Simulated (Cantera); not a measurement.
Gas mixture: CO2 : NO = 0.64 : 0.72 (molar parts), at 0.00138 atm, frozen composition.

Cantera's kinetic-theory transport with the Lennard-Jones parameters of GRI-Mech 3.0, ideal gas; thermal conductivity in the multicomponent form. The composition is frozen, though it would react at the higher temperatures.

D: mixture-averaged diffusion coefficient of that species in the mixture.

```tsv
T (K)	ρ (kg/m³)	cp (J/kg/K)	μ (µPa s)	λ (mW/m/K)	Pr	D (cm²/s) CH4	D (cm²/s) O	D (cm²/s) NH3
400	0.00154	964.3	21.3	28.9	0.712	238	343	235
500	0.00123	1015	25.4	36.1	0.716	354	505	359
600	0.00103	1061	?	?	0.719	?	?	?
700	0.000880	1101	?	?	0.720	?	?	?
800	0.000770	1135	36.0	56.6	0.721	796	1120	849
900	0.000685	1165	39.1	63.0	0.722	973	1370	1050
1000	0.000616	1190	42.0	69.2	0.723	1160	1630	1260
1100	0.000560	1210	44.9	75.1	0.723	1360	1910	1490
```

Q: What belongs in the gaps?

A: 
- 600, μ (µPa s): 29.2
- 600, λ (mW/m/K): 43.1
- 600, D (cm²/s) CH4: 486
- 600, D (cm²/s) O: 690
- 600, D (cm²/s) NH3: 504
- 700, μ (µPa s): 32.7
- 700, λ (mW/m/K): 50.0
- 700, D (cm²/s) CH4: 634
- 700, D (cm²/s) O: 896
- 700, D (cm²/s) NH3: 668
